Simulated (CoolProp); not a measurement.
A single-stage vapour-compression cycle with R404A: evaporating at 242.15 K (dew point), condensing at 295.15 K (bubble point), superheat 5 K, subcooling 8 K, compressor efficiency 0.75, no pressure losses. Each further row changes one setting.

Values from CoolProp's reference Helmholtz-energy equation of state, Lemmon 2003. It is a pseudo-pure fit of the blend.

| case | cooling COP | pressure ratio | discharge temperature (K) | refrigerating effect (kJ/kg) | volumetric capacity (kJ/m³) |
|---|---|---|---|---|---|
| as stated | 2.70 | 5.97 | 319.4 | 133 | 1310 |
| evaporating temperature 247.15 K | 3.13 | 4.87 | 316.9 | 136 | 1630 |
| condensing temperature 290.15 K | 3.09 | 5.21 | 313.4 | 140 | 1390 |
| subcooling 13 K | 2.85 | 5.97 | 319.4 | 140 | 1390 |
| superheat 15 K | 2.73 | 5.97 | 329.8 | 142 | 1330 |
| compressor efficiency 0.65 | 2.34 | 5.97 | 326.4 | 133 | 1310 |
